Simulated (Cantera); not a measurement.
## SiHCl₃ + N₂ (silicon epitaxy and polysilicon growth)

Feed: 1 mol SiHCl₃, 17 mol N₂, held at 19.5 Torr.

Cantera equilibrium calculation (NASA polynomials, part measured and part estimated; ideal gas, pure solids and liquids). Candidate condensed phases: NH₄Cl, Si, Si₃N₄; 28 gas species. The tables' values for SiCl₃, SiCl are old estimates; treat these amounts as uncertain. Rates play no part.

```tsv
T (K)	log p N₂	log p SiCl₂	log p HCl	log p SiCl₃	log p SiCl₄	log p H₂	log p Cl	n Si₃N₄(s)
1500	-1.63	-3.13	-2.92	-3.66	-3.68	-4.01	-5.77	0.0532
1525	-1.63	-3.05	-2.93	-3.68	-3.83	-3.96	-5.68	0.0341
1550	-1.63	-2.99	-2.95	-3.72	-4.01	-3.90	-5.60	0.0163
1575	-1.63	-2.94	-2.96	-3.78	-4.21	-3.84	-5.52	0.000485
1600	-1.63	-2.93	-2.95	-3.81	-4.29	-3.88	-5.38	0
1625	-1.63	-2.93	-2.94	-3.83	-4.37	-3.93	-5.24	0
1650	-1.63	-2.92	-2.94	-3.86	-4.45	-3.97	-5.10	0
1675	-1.63	-2.92	-2.93	-3.88	-4.54	-4.00	-4.97	0
1700	-1.63	-2.91	-2.93	-3.91	-4.62	-4.04	-4.85	0
1725	-1.63	-2.91	-2.92	-3.94	-4.70	-4.07	-4.73	0
1750	-1.63	-2.90	-2.92	-3.97	-4.79	-4.10	-4.62	0
```
log p: log10 of the partial pressure in bar; n: condensed amount in mol.

From 1500 K to 1575 K the condensed part is Si₃N₄(s). From 1600 K to 1750 K nothing is condensed. The main Si-bearing gas is SiCl₂ throughout.
